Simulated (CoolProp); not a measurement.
Ammonia along the isobar 7.99 MPa: Z from the reference equation and from simpler models built on Tc = 132.4 °C, pc = 11.36 MPa, ω = 0.256; each cubic takes its own stable root.

Values from CoolProp's reference Helmholtz-energy equation of state, Gao 2020.

```
T (°C)   phase   reference  van der Waals  Redlich-Kwong  Soave-Redlich-Kwong  Peng-Robinson
------  ------  ----------  -------------  -------------  -------------------  -------------
80.55   liquid     0.09006         0.1691         0.1228               0.1169         0.1033
99.15   liquid     0.09407         0.6079         0.1323               0.1254     (withheld)
117.65     gas      0.5796         0.6889         0.6413               0.6290         0.6041
136.25     gas      0.6868         0.7400         0.7128           (withheld)         0.6912
154.85     gas      0.7501         0.7774         0.7613               0.7704         0.7478
173.35     gas      0.7945         0.8064         0.7974               0.8110         0.7894
191.95     gas      0.8282         0.8300         0.8260               0.8427     (withheld)
210.45     gas      0.8545         0.8494         0.8489               0.8679         0.8482
229.05     gas      0.8759         0.8659         0.8680           (withheld)         0.8698
247.55     gas  (withheld)         0.8798         0.8839               0.9058         0.8877
```

Some entries are withheld; supply them.


- 99.15, Peng-Robinson: 0.1110
- 136.25, Soave-Redlich-Kwong: 0.7148
- 191.95, Peng-Robinson: 0.8221
- 229.05, Soave-Redlich-Kwong: 0.8886
- 247.55, reference: 0.8933

At some of these states van der Waals gives the other phase, because its saturation line lies elsewhere.
